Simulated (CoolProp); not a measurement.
Vapour-liquid equilibrium of acetone (1) + n-heptane (2) at 337.9 K; x and y are mole fractions of (1).

The numbers come from the multi-fluid Helmholtz-energy mixture model, Lemmon 2006 and Span 2003; pair parameters Bell 2016 in CoolProp.

**Question.** Give the bubble pressure and the first vapour's composition at x = 0.125, 0.275, 0.425. Is there an azeotrope?

**Answer.** x = 0.125: 0.7737 bar, y = 0.602; x = 0.275: 1.053 bar, y = 0.735; x = 0.425: 1.187 bar, y = 0.784. y crosses x between x = 0.875 and 0.95: the model has an azeotrope there.

The pair parameters rest on a limited set of measurements; away from them the model extrapolates. With so large a gap from Raoult's law the liquid may split in two, which this calculation doesn't test in full.
